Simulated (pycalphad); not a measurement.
Source of the numbers: pycalphad with the COST 507 light-alloy database (1999); pressure 1 atm. The data set is of 1999 and partly superseded. Amounts are mole fractions of atoms.

### Question
Give the equilibrium state of Mg-8.32Al-7.61Si (at.%) at 700 K.

### Answer
hcp, fraction 0.772, with 10.8 Al, <0.01 Si at.%; MG2SI, fraction 0.228, with no Al, 33.3 Si at.%.

### Question
Give the equilibrium state of Mg-8.32Al-7.61Si (at.%) at 975 K.

### Answer
liquid, fraction 0.851, with 9.8 Al, 3.1 Si at.%; MG2SI, fraction 0.149, with no Al, 33.3 Si at.%.

Database names, with the compositions (at.%) that they take in these runs: MG2SI: Mg 67 Si 33. An entry "none" or "no" means that the model of the phase leaves that element out.
